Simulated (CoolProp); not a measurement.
Vapour-liquid equilibrium of isohexane (1) + n-heptane (2) at 303.1 K; x and y are mole fractions of (1).

Computed with CoolProp (multi-fluid Helmholtz-energy mixture model, Lemmon 2006 and Span 2003; pair parameters Bell 2016).

```csv
x,"bubble pressure, mixture model (MPa)","bubble pressure, Raoult's law (MPa)","y, mixture model","y, Raoult's law"
0.05,0.009121,0.009096,0.191,0.190
0.125,0.01113,0.01110,0.387,0.389
0.2,0.01312,0.01311,0.523,0.527
0.275,0.01509,0.01512,0.623,0.628
0.35,0.01706,0.01712,0.700,0.705
0.425,0.01903,0.01913,0.761,0.767
0.5,0.02101,0.02113,0.811,0.816
0.575,0.02301,0.02314,0.853,0.858
0.65,0.02501,0.02515,0.889,0.892
0.725,0.02703,0.02715,0.919,0.921
0.8,0.02906,0.02916,0.945,0.947
0.875,0.03110,0.03117,0.968,0.969
0.95,0.03315,0.03317,0.988,0.988
```

The largest gap from Raoult's law is -0.6 % in bubble pressure, at x = 0.575. No azeotrope shows between x = 0.05 and 0.95.

Pair parameters are fitted to limited data, so mixtures are less certain than the pure fluids.
